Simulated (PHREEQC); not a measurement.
Dissolve 0.0023 mol/kgw HBr, 0.0032 mol/kgw FeCl3 and 7.1e-05 mol/kgw KCl at 16 °C. Closed to the air; pH follows from the charge balance.

Equilibrium calculation in PHREEQC: ion-association model, phreeqc.dat.

Each row changes one thing in this solution. Precipitation was switched off in this run.

```csv
case,pH,ionic strength (mol/kgw),Fe+3 (mol/kgw),FeOH+2 (mol/kgw),FeCl+2 (mol/kgw),Fe2(OH)2+4 (mol/kgw),SI of Goethite (FeOOH),SI of Hematite (Fe2O3)
as made,2.47,0.0187,0.00159,0.00107,0.000180,0.000135,+4.85,+11.66
temperature from 16 to 65 °C,2.32,0.0157,0.000335,0.00215,0.000154,8.83e-5,+5.28,+12.74
KCl from 7.1e-05 to 0.000355 mol/kgw,2.47,0.0190,0.00159,0.00107,0.000185,0.000135,+4.84,+11.65
KCl left out,2.47,0.0186,0.00159,0.00107,0.000179,0.000135,+4.85,+11.66
HBr replaced by CdBr2 at the same molality,2.73,0.0207,0.00111,0.00132,0.000116,0.000215,+5.44,+12.84
temperature from 16 to 85 °C,2.28,0.0150,0.000159,0.00220,0.000114,5.21e-5,+5.37,+12.98
KCl replaced by PbCl2 at the same molality,2.47,0.0188,0.00159,0.00107,0.000181,0.000135,+4.84,+11.65
```

Species that the database lacks are ignored. Some of these states are supersaturated (in Hematite (slow to form), Goethite (slow to form), for instance). At this temperature some constants are extrapolated from 25 °C, and those without enthalpy data are left unchanged.
